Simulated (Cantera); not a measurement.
## Ammonia decomposition in nitride growth gas

An isothermal, constant-pressure homogeneous reactor starts with 41.7 % NH3, 58.3 % N2, at 1850 K and 101000 Pa.

Cantera simulation using the gas-phase N/H chemistry of the illustrative SiF4/NH3 mechanism in the Surface Chemkin manual (1991); the numbers are that mechanism's predictions, not measurements. Walls and surfaces, which speed up NH3 decomposition in real reactors, are not modelled.

```
t (s)        x NH3     x H2    x N2H4       x H     x NH2
--------  --------  -------  --------  --------  --------
0.000700     0.415  0.00130   2.77e-7   7.21e-7  0.000397
0.00174      0.413  0.00386   2.70e-7   1.61e-6  0.000392
0.00434      0.407   0.0102   2.50e-7   3.70e-6  0.000377
0.0108       0.393   0.0253   2.18e-7   8.52e-6  0.000352
0.0270       0.360   0.0598   1.75e-7   1.94e-5  0.000316
0.0672       0.294    0.130   1.24e-7   4.30e-5  0.000265
0.167        0.188    0.242   6.42e-8   8.96e-5  0.000191
0.417       0.0787    0.358   1.79e-8  0.000168  0.000101
1.04        0.0193    0.421   1.99e-9  0.000268   3.37e-5
2.59       0.00408    0.437  1.29e-10  0.000336   8.59e-6
6.45       0.00114    0.440  1.11e-11  0.000354   2.52e-6
16.1      0.000396    0.441  1.35e-12  0.000357   8.78e-7
40.0      0.000150    0.441    <1e-12  0.000358   3.33e-7
```
x: mole fraction; the columns are a selection and need not sum to one.

Equilibrium at this temperature and pressure: NH3 5.81e-6, H2 0.441, N2H4 <1e-12, H 0.000358, NH2 1.29e-8 (gas phase only).
